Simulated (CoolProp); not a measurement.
Values from CoolProp's reference Helmholtz-energy equation of state, Thol 2019.

For n-hexane, give the phase and the density (kg/m³), cp (kJ/(kg K)), speed of sound (m/s), Joule-Thomson coefficient (K/MPa) at 372.7 K and 4.28 MPa; 467.2 K and 4.28 MPa; 514.5 K and 4.28 MPa.


- 372.7 K and 4.28 MPa: liquid; density 590, cp 2.60, speed of sound 802, Joule-Thomson coefficient -0.237
- 467.2 K and 4.28 MPa: liquid; density 473, cp 3.20, speed of sound 422, Joule-Thomson coefficient 0.409
- 514.5 K and 4.28 MPa: supercritical; density 360, cp 4.27, speed of sound 201, Joule-Thomson coefficient 3.07
